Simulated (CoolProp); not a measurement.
The numbers come from the reference Helmholtz-energy equation of state, Thol 2017 in CoolProp.

**Question.** Give the vapour pressure (MPa), liquid density (kg/m³), surface tension (mN/m) of saturated octamethyltrisiloxane (MDM) at 413.6 K.

**Answer.** 
```csv
T (K),p (MPa),liquid density (kg/m³),surface tension (mN/m)
413.6,0.0731,690,7.20
```

Surface tension comes from a separate correlation (Mulero 2014), older than this fluid's equation and unchecked against measurements.
